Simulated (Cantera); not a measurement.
An isothermal, constant-pressure homogeneous reactor starts with CH₄ : H₂O = 1 : 4.6 (molar parts), at 1350 K and 1.00 bar. Integrator tolerance rtol = 1e-08.

Cantera simulation using GRI-Mech 3.0 (53 species, 325 reactions); the numbers are that mechanism's predictions, not measurements.

### Question
What does this change do: temperature 1350 to 1700 K?

### Answer
```json
[
 {"quantity": "x(CH₄) at 3.00 s", "before": "0.143 (gas-phase equilibrium 5.55e-7)", "after": "0.000521 (gas-phase equilibrium 9.07e-9)"},
 {"quantity": "x(H₂O) at 3.00 s", "before": "0.795 (gas-phase equilibrium 0.430)", "after": "0.444 (gas-phase equilibrium 0.443)"},
 {"quantity": "x(CH₂CO) at 3.00 s", "before": "1.23e-5 (gas-phase equilibrium <1e-12)", "after": "2.02e-8 (gas-phase equilibrium <1e-12)"},
 {"quantity": "x(C₂H₂) at 3.00 s", "before": "0.0129 (gas-phase equilibrium <1e-12)", "after": "1.40e-5 (gas-phase equilibrium <1e-12)"},
 {"quantity": "x(H₂) at 3.00 s", "before": "0.0462 (gas-phase equilibrium 0.439)", "after": "0.424 (gas-phase equilibrium 0.425)"}
]
```

### Question
What does this change do: H2O 4.6 to 0.99 parts?

### Answer
```
quantity                                            before                                    after
------------------  --------------------------------------  ---------------------------------------
x(CH₄) at 3.00 s     0.143 (gas-phase equilibrium 5.55e-7)    0.393 (gas-phase equilibrium 0.00360)
x(H₂O) at 3.00 s       0.795 (gas-phase equilibrium 0.430)   0.462 (gas-phase equilibrium 0.000926)
x(CH₂CO) at 3.00 s  1.23e-5 (gas-phase equilibrium <1e-12)  1.03e-5 (gas-phase equilibrium 5.93e-9)
x(C₂H₂) at 3.00 s    0.0129 (gas-phase equilibrium <1e-12)   0.0301 (gas-phase equilibrium 1.19e-6)
x(H₂) at 3.00 s       0.0462 (gas-phase equilibrium 0.439)      0.107 (gas-phase equilibrium 0.747)
```

### Question
What does this change do: temperature 1350 to 1450 K?

### Answer
```
quantity                                            before                                   after
------------------  --------------------------------------  --------------------------------------
x(CH₄) at 3.00 s     0.143 (gas-phase equilibrium 5.55e-7)  0.0547 (gas-phase equilibrium 1.40e-7)
x(H₂O) at 3.00 s       0.795 (gas-phase equilibrium 0.430)     0.684 (gas-phase equilibrium 0.435)
x(CH₂CO) at 3.00 s  1.23e-5 (gas-phase equilibrium <1e-12)  2.60e-5 (gas-phase equilibrium <1e-12)
x(C₂H₂) at 3.00 s    0.0129 (gas-phase equilibrium <1e-12)   0.0352 (gas-phase equilibrium <1e-12)
x(H₂) at 3.00 s       0.0462 (gas-phase equilibrium 0.439)     0.198 (gas-phase equilibrium 0.434)
```
